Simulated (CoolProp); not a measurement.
Vapour-liquid equilibrium of dimethyl carbonate (1) + n-decane (2) at 352.1 K; x and y are mole fractions of (1).

The numbers come from the multi-fluid Helmholtz-energy mixture model, Zhou 2011 and Lemmon 2006; pair parameters Bell 2016 in CoolProp.

Problem. Give the bubble pressure and the first vapour's composition at x = 0.35, 0.5, 0.8. Is there an azeotrope?

Solution. x = 0.35: 0.6019 bar, y = 0.945; x = 0.5: 0.6147 bar, y = 0.947; x = 0.8: 0.6370 bar, y = 0.955. No azeotrope shows between x = 0.05 and 0.95.

Pair parameters are fitted to limited data, so mixtures are less certain than the pure fluids. With so large a gap from Raoult's law the liquid may split in two, which this calculation doesn't test in full.
